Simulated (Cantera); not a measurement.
Charge: 1 mol TEOS, 4.7 mol H2O, held at 1048.15 K and 27.0 Pa.

Cantera equilibrium calculation (NASA polynomials, part measured and part estimated; ideal gas, pure solids and liquids). Candidate condensed phases: C, C6H6, C7H8, C8H18, H2O, Si, SiC, SiO2; 123 gas species. The feed counts by its element totals alone. The numbers say what is thermodynamically allowed, not how fast it happens.

Problem. What is the equilibrium state?

Solution. 
| Quantity | Value |
|---|---|
| x(H2) | 0.687 |
| x(CO) | 0.313 |
| x(H2O) | 1.08e-5 |
| x(CH4) | 7.43e-6 |
| x(CO2) | 5.86e-6 |
| n(C(graphite)) | 1.30 mol |
| n(SiO2(β-quartz)) | 1.00 mol |
| gas amount | 21.40 mol |
| log10 activity of Si(s) (absent) | -7.44 |
